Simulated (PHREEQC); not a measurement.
Consider water at 25 °C with 0.033 mol CdCl2, 0.0045 mol KCl and 0.18 mol FeSO4 per kg of water. Closed to the air; pH follows from the charge balance.

Computed with PHREEQC (ion-association model, phreeqc.dat).

| quantity | before | after |
|---|---|---|
| pH | 5.73 | 5.66 |
| ionic strength (mol/kgw) | 0.430 | 0.104 |
| Fe+2 (mol/kgw) | 0.102 | 0.0141 |
| SO4-2 (mol/kgw) | 0.0812 | 0.00983 |
| FeSO4 (mol/kgw) | 0.0760 | 0.00351 |
| Cl- (mol/kgw) | 0.0570 | 0.0491 |
| SI of Melanterite (FeSO4:7H2O) | -1.14 | -2.49 |
| SI of Sylvite (KCl) | -4.90 | -4.80 |

Which change was made?
(A) CdCl2 replaced by (CH3)4NCl at the same molality
(B) FeSO4 from 0.18 to 0.018 mol/kgw
(C) temperature from 25 to 40 °C
(D) temperature from 25 to 15 °C

B, FeSO4 from 0.18 to 0.018 mol/kgw

This is a speciation only: nothing precipitates in the calculation.
